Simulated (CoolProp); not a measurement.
Vapour-liquid equilibrium of nitrogen (1) + carbon monoxide (2) at 75.6 K; x and y are mole fractions of (1).

Model: multi-fluid Helmholtz-energy mixture model, Span 2000 and Lemmon 2006; pair parameters Gernert 2013, in CoolProp.

```
x     bubble pressure, mixture model (kPa)  bubble pressure, Raoult's law (kPa)  y, mixture model  y, Raoult's law
----  ------------------------------------  -----------------------------------  ----------------  ---------------
0.05                                 50.00                                49.66             0.088            0.083
0.15                                 54.04                                53.06             0.243            0.232
0.25                                 57.98                                56.46             0.374            0.363
0.35                                 61.76                                59.86             0.488            0.479
0.45                                 65.37                                63.26             0.586            0.583
0.55                                 68.79                                66.66             0.674            0.676
0.65                                 72.01                                70.06             0.753            0.760
0.75                                 75.06                                73.46             0.826            0.837
0.85                                 77.93                                76.86             0.896            0.906
0.95                                 80.66                                80.26             0.965            0.970
```

The largest gap from Raoult's law is +3.3 % in bubble pressure, at x = 0.45. No azeotrope shows between x = 0.05 and 0.95.

The pair parameters rest on a limited set of measurements; away from them the model extrapolates.
